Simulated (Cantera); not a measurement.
Cantera run:

```python
import numpy as np
import cantera as ct

gas_names = [...]  # 113 gases of nasa_gas.yaml made of C, H, O, Pb
cond_names = """
    C(gr) C6H6(L) C7H8(L) C8H18(L),n-octa H2O(s) H2O(L) Pb(cr) Pb(L) PbO(rd) PbO(yw) PbO(L) PbO2(s)
    Pb3O4(s)
""".split()


# ... load() reads the species with a 1 bar reference pressure and builds the phases ...
atoms = {
    'Pb': {'Pb': 1},
    'CO': {'C': 1, 'O': 1},
    'H2': {'H': 2},
}
top_T = {'C(gr)': 4500, 'Pb3O4(s)': 820}  # K; cautious upper limits of use, not melting points


# ... equilibrate(T, P, feed) seeds the gas with the atoms and calls Mixture.equilibrate('TP', solver="vcs", rtol=1e-11, max_steps=5000) ...
results = []
feed = {'Pb': 1, 'CO': 0.59, 'H2': 38}  # mol
P = 110000  # Pa
for T in [1048, 1098, 1148, 1198, 1248, 1298, 1348, 1398, 1448, 1498]:
    mix = equilibrate(T, P, feed)
    results.append((T, P, feed, dict(zip(mix.species_names, mix.species_moles))))

top = {s: max(r[3][s] / sum(r[3][g] for g in gas_names) for r in results) for s in gas_names}
cols = sorted((s for s in top if top[s] > 1e-05), key=lambda s: -top[s])[:6]
seen = [c for c in cond_names if any(r[3].get(c, 0) > 1e-12 for r in results)]
print("log10 of partial pressures in bar; condensed amounts in mol")
print(f"{'T/K':>10s}" + "".join(f"{s[:9]:>10s}" for s in cols + seen))
for T, P, feed, n in results:
    ng = sum(n[g] for g in gas_names)
    print(f"{T:10.4g}" + "".join(f"{np.log10(max(n[s] / ng * P / 1e5, 1e-99)):10.3f}" for s in cols)
          + "".join(f"{n.get(c, 0):10.4g}" for c in seen))
```

Result:

```
log10 of partial pressures in bar; condensed amounts in mol
       T/K        H2        Pb        CO       CH4       H2O       CO2     Pb(L)
      1048     0.031    -4.350    -2.145    -2.006    -2.009    -4.110    0.9985
      1098     0.032    -3.933    -1.985    -2.180    -2.184    -4.204     0.996
      1148     0.033    -3.553    -1.899    -2.369    -2.373    -4.377    0.9902
      1198     0.033    -3.205    -1.851    -2.559    -2.563    -4.582    0.9782
      1248     0.033    -2.886    -1.823    -2.742    -2.746    -4.795    0.9545
      1298     0.033    -2.592    -1.807    -2.917    -2.921    -5.005    0.9103
      1348     0.032    -2.321    -1.798    -3.083    -3.086    -5.207    0.8319
      1398     0.031    -2.069    -1.793    -3.239    -3.242    -5.400    0.6989
      1448     0.029    -1.836    -1.791    -3.387    -3.390    -5.584    0.4812
      1498     0.025    -1.618    -1.792    -3.530    -3.532    -5.760    0.1359
```

These are equilibrium values from Cantera (NASA tables, ideal gas, pure condensed phases), not measurements of a reactor.
